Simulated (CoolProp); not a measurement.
Saturation properties of methane.

The numbers come from the reference Helmholtz-energy equation of state, Setzmann 1991 in CoolProp.

```tsv
T (K)	p (MPa)	enthalpy of vaporisation (kJ/kg)	liquid conductivity (mW/(m K))
127.7	0.3191	477.6	161
131.2	0.3945	469.1	156
134.7	0.4822	460.0	151
138.2	0.5835	450.4	146
141.7	0.6994	440.1	141
145.2	0.8312	429.0	136
148.7	0.9801	417.2	131
152.2	1.147	404.5	126
155.7	1.334	390.7	121
159.2	1.542	375.9	116
162.8	1.778	359.1	111
166.3	2.032	341.3	106
```

It boils at 111.7 K under 1 atm.

Thermal conductivity comes from a separate model (Friend 1989).
